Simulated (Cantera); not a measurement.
Feed: 1 mol FeCl3, 32 mol H2, equilibrated at 1900 K and 2.60 Pa.

Equilibrium computed with Cantera from the NASA thermochemical tables; the gas is ideal and each condensed phase is pure. Candidate condensed phases: Fe, FeCl2, FeCl3; 11 gas species. Kinetics and transport are ignored.

Base state: H2 0.757, H 0.135, HCl 0.0710, Fe 0.0268, Cl 0.00958, FeCl2 5.06e-5 (mole fractions); condensed: gas only.

Q: What changes in the equilibrium state with this change: temperature from 1900 K to 1523 K?

A: 
```
species      before     after
----------  -------  --------
H2            0.757     0.903
HCl          0.0710    0.0777
Fe           0.0268   0.00934
H             0.135   0.00431
FeCl2       5.06e-5   0.00523
Cl          0.00958  0.000298
Fe(γ), mol        0     0.506
```
